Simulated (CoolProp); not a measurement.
A single-stage vapour-compression cycle with R236EA: evaporating at 315.15 K (dew point), condensing at 370.15 K (bubble point), superheat 5 K, subcooling 8 K, compressor efficiency 0.7, no pressure losses. Each further row changes one setting.

Computed with CoolProp (reference Helmholtz-energy equation of state, Rui 2013).

```
case                              cooling COP  pressure ratio  discharge temperature (K)  refrigerating effect (kJ/kg)  volumetric capacity (kJ/m³)
--------------------------------  -----------  --------------  -------------------------  ----------------------------  ---------------------------
as stated                                2.88            4.11                      370.3                          87.2                         1990
evaporating temperature 320.15 K         3.35            3.54                 (withheld)                    (withheld)                   (withheld)
condensing temperature 365.15 K          3.36            3.68                      365.7                          94.4                         2150
subcooling 13 K                          3.12            4.11                      370.3                          94.4                         2150
superheat 15 K                     (withheld)            4.11                      379.5                    (withheld)                         2110
compressor efficiency 0.6                2.47            4.11                      374.3                          87.2                         1990
```

Q: Some entries are withheld; supply them.

A: 
- evaporating temperature 320.15 K, discharge temperature (K): 370.7
- evaporating temperature 320.15 K, refrigerating effect (kJ/kg): 90.9
- evaporating temperature 320.15 K, volumetric capacity (kJ/m³): 2400
- superheat 15 K, cooling COP: 3.01
- superheat 15 K, refrigerating effect (kJ/kg): 96.7
